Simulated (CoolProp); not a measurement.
Dodecamethylcyclohexasiloxane (D6) along the isotherm 620 K: Z from the reference equation and from simpler models built on Tc = 645.8 K, pc = 9.614 bar, ω = 0.736; each cubic takes its own stable root.

The numbers come from the reference Helmholtz-energy equation of state, Colonna 2008 in CoolProp. It is a short technical equation, of lower accuracy than the large ones.

```tsv
p (bar)	phase	reference
8.01	liquid	0.1362
16	liquid	0.2518
24	liquid	0.3609
32	liquid	0.4658
40.1	liquid	0.5688
48.1	liquid	0.6679
56.1	liquid	0.7649
64.1	liquid	0.8601
72.1	liquid	0.9537
80.1	liquid	1.046
88.1	liquid	1.137
96.1	liquid	1.227
```

**Question.** How far does each simpler model (Redlich-Kwong, Soave-Redlich-Kwong, Peng-Robinson) lie from the reference over these 12 states: mean and median of the absolute difference, and the worst?

**Answer.** 
- Redlich-Kwong: mean 8.6 %, median 5.9 %, worst +29.2 % at 620 K and 8.01 bar
- Soave-Redlich-Kwong: mean 5.3 %, median 4.0 %, worst +14.2 % at 620 K and 8.01 bar
- Peng-Robinson: mean 6.1 %, median 6.9 %, worst -8.1 % at 620 K and 96.1 bar
